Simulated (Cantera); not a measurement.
Input (Python, Cantera):

```python
import numpy as np
import cantera as ct

gas = ct.Solution("gri30.yaml")
gas.TPX = 1325, 1800, {'N2O': 0.16, 'O2': 0.071}
inlet = ct.Reservoir(gas, clone=True)

reactor = ct.IdealGasConstPressureReactor(gas, energy="off", clone=False)
exhaust = ct.Reservoir(gas, clone=True)
tau = [16, 5.7, 2, 0.71, 0.25, 0.089, 0.032, 0.011, 0.004, 0.0014][0]
for a, b in ((inlet, reactor), (reactor, exhaust)):
    ct.MassFlowController(a, b, mdot=lambda t: reactor.mass / tau)
net = ct.ReactorNet([reactor])
show = ['N2O', 'O2', 'NO', 'NO2', 'N2', 'O']

rows = []
print(f"{'tau/s':>10s}{'T/K':>9s}" + "".join(f"{s:>11s}" for s in show))
for tau in [16, 5.7, 2, 0.71, 0.25, 0.089, 0.032, 0.011, 0.004, 0.0014]:
    net.initial_time = 0.0
    net.advance(30 * tau)
    before = gas.X
    net.advance(40 * tau)
    drift = np.max(np.abs(gas.X - before) / (gas.X + 1e-9))
    rows.append([gas.T, *gas[show].X, drift])
    print(f"{tau:10.3e}{gas.T:9.1f}" + "".join(f"{x:11.3e}" for x in gas[show].X))
```

Result:

```
     tau/s      T/K        N2O         O2         NO        NO2         N2          O
 1.600e+01   1325.0  2.289e-01  3.992e-01  5.488e-02  2.085e-05  3.170e-01  1.041e-05
 5.700e+00   1325.0  4.017e-01  3.649e-01  3.456e-02  1.224e-05  1.988e-01  1.049e-05
 2.000e+00   1325.0  5.522e-01  3.351e-01  1.671e-02  5.407e-06  9.599e-02  1.051e-05
 7.100e-01   1325.0  6.352e-01  3.187e-01  6.830e-03  1.929e-06  3.922e-02  1.052e-05
 2.500e-01   1325.0  6.713e-01  3.116e-01  2.540e-03  5.483e-07  1.459e-02  1.052e-05
 8.900e-02   1325.0  6.849e-01  3.089e-01  9.207e-04  1.211e-07  5.293e-03  1.049e-05
 3.200e-02   1325.0  6.898e-01  3.079e-01  3.313e-04  2.094e-08  1.911e-03  1.043e-05
 1.100e-02   1325.0  6.917e-01  3.075e-01  1.121e-04  2.760e-09  6.532e-04  1.023e-05
 4.000e-03   1325.0  6.923e-01  3.074e-01  3.886e-05  3.573e-10  2.327e-04  9.747e-06
 1.400e-03   1325.0  6.925e-01  3.074e-01  1.195e-05  3.699e-11  7.715e-05  8.564e-06
```

Model: GRI-Mech 3.0 (53 species, 325 reactions), integrated in Cantera. GRI-Mech 3.0 was tuned for natural gas; its chemistry of N2O as a main component is partial and can be far from experiment. Radical loss at walls, strong at low pressure, is not modelled. The mechanism lacks the step 2 NO + O2 → 2 NO2, which can matter for NO2 below about 1400 K. The temperature is held fixed by assumption; the heat of reaction is taken as removed at once.
